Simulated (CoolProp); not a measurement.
Values from CoolProp's reference Helmholtz-energy equation of state, Lemmon 2006. It is a short technical equation, of lower accuracy than the large ones.

Problem. Give the vapour pressure (kPa), vapour Z, surface tension (mN/m) of saturated acetone at 111.95, 119.25 °C.

Solution. 
```json
[
 {"T (°C)": "111.95", "p (kPa)": "501", "vapour Z": "0.863", "surface tension (mN/m)": "12.2"},
 {"T (°C)": "119.25", "p (kPa)": "595", "vapour Z": "0.848", "surface tension (mN/m)": "11.4"}
]
```

Surface tension comes from a separate correlation (Mulero 2012).
